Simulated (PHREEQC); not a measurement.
Consider water at 25 °C with 0.032 mol/kgw HCl. Closed to the air; pH follows from the charge balance.

All values are PHREEQC results (ion-association model, phreeqc.dat), not measurements.

```json
{
 "pH": "1.55",
 "ionic_strength": "0.0320 mol/kgw",
 "specific_conductance": "12100 µS/cm",
 "total_alkalinity": "-32.0 meq/kg"
}
```

```csv
species,molality,activity,log γ
H+,0.0320,0.0279,-0.060
Cl-,0.0320,0.0270,-0.075
```

This is a speciation only: nothing precipitates in the calculation. Species that the database lacks are ignored.
